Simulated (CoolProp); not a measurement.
Vapour-liquid equilibrium of R134a (1) + R236FA (2) at 0.256 MPa; x and y are mole fractions of (1).

The numbers come from the multi-fluid Helmholtz-energy mixture model, Tillner-Roth 1994 and Pan 2012; pair parameters Bell 2016 in CoolProp.

| x | bubble temperature (°C) | y at the bubble point | dew temperature at overall composition x (°C) | liquid density (mol/L) |
|---|---|---|---|---|
| 0.05 | 21.3 | 0.105 | 22.3 | … |
| 0.125 | … | … | 20.9 | 9.387 |
| 0.2 | 16.0 | … | 19.4 | … |
| 0.275 | 13.6 | … | 17.9 | 9.891 |
| 0.35 | 11.3 | 0.557 | 16.3 | 10.15 |
| 0.425 | 9.2 | 0.636 | 14.6 | 10.42 |
| 0.5 | 7.2 | 0.705 | 12.8 | 10.70 |
| 0.575 | 5.3 | 0.766 | 10.9 | 10.99 |
| 0.65 | 3.5 | 0.820 | 8.8 | 11.28 |
| 0.725 | 1.8 | 0.868 | 6.6 | … |
| 0.8 | 0.2 | … | 4.2 | 11.90 |
| 0.875 | -1.3 | 0.947 | 1.6 | 12.23 |
| 0.95 | -2.7 | 0.980 | -1.4 | 12.57 |

### Question
Complete the blanks.

### Answer

- 0.05, liquid density (mol/L): 9.144
- 0.125, bubble temperature (°C): 18.5
- 0.125, y at the bubble point: 0.244
- 0.2, y at the bubble point: 0.363
- 0.2, liquid density (mol/L): 9.636
- 0.275, y at the bubble point: 0.467
- 0.725, liquid density (mol/L): 11.59
- 0.8, y at the bubble point: 0.910

No azeotrope shows between x = 0.05 and 0.95.

The pair parameters rest on a limited set of measurements; away from them the model extrapolates.
